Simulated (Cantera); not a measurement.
Cu2O + CH4 + CO (carbothermic reduction)

A closed system holds: 1 mol Cu2O, 1.5 mol CH4, 1 mol CO, held at 133 Pa.

Method: chemical equilibrium by Gibbs-energy minimisation in Cantera with the NASA 1993 tables (ideal gas, pure condensed phases). Candidate condensed phases: C, C6H6, C7H8, C8H18, Cu, CuO, Cu(OH)2, Cu2O, H2O; 113 gas species. The numbers say what is thermodynamically allowed, not how fast it happens.

| T (°C) | x H2 | x CO | x Cu | x H | x CO2 | n C(graphite) | n Cu(s) | n Cu(l) |
|---|---|---|---|---|---|---|---|---|
| 575 | 0.601 | 0.391 | 8.72e-12 | 4.04e-10 | 0.00466 | 0.533 | 2.00 | 0 |
| 675 | 0.600 | 0.399 | 1.30e-9 | 1.11e-8 | 0.000372 | 0.503 | 2.00 | 0 |
| 775 | 0.600 | 0.400 | 7.34e-8 | 1.64e-7 | 4.73e-5 | 0.500 | 2.00 | 0 |
| 875 | 0.600 | 0.400 | 2.04e-6 | 1.52e-6 | 8.68e-6 | 0.500 | 2.00 | 0 |
| 975 | 0.600 | 0.400 | 3.30e-5 | 9.91e-6 | 2.11e-6 | 0.500 | 2.00 | 0 |
| 1075 | 0.600 | 0.400 | 0.000351 | 4.91e-5 | 6.35e-7 | 0.500 | 2.00 | 0 |
| 1175 | 0.598 | 0.399 | 0.00249 | 0.000195 | 2.27e-7 | 0.500 | 0 | 1.99 |
| 1275 | 0.591 | 0.394 | 0.0135 | 0.000649 | 9.14e-8 | 0.500 | 0 | 1.93 |
| 1375 | 0.563 | 0.376 | 0.0592 | 0.00183 | 3.83e-8 | 0.500 | 0 | 1.68 |
| 1475 | 0.465 | 0.312 | 0.219 | 0.00427 | 1.33e-8 | 0.499 | 0 | 0.593 |
| 1575 | 0.422 | 0.284 | 0.284 | 0.00943 | 6.09e-9 | 0.498 | 0 | 0 |
| 1675 | 0.414 | 0.283 | 0.283 | 0.0199 | 3.52e-9 | 0.497 | 0 | 0 |
| 1775 | 0.400 | 0.280 | 0.280 | 0.0388 | 2.14e-9 | 0.494 | 0 | 0 |
| 1875 | 0.378 | 0.276 | 0.276 | 0.0702 | 1.35e-9 | 0.489 | 0 | 0 |
x: gas mole fraction; n: condensed amount in mol.

From 575 °C to 1075 °C the condensed part is C(graphite) + Cu(s). From 1175 °C to 1475 °C the condensed part is C(graphite) + Cu(l). From 1575 °C to 1875 °C the condensed part is C(graphite).
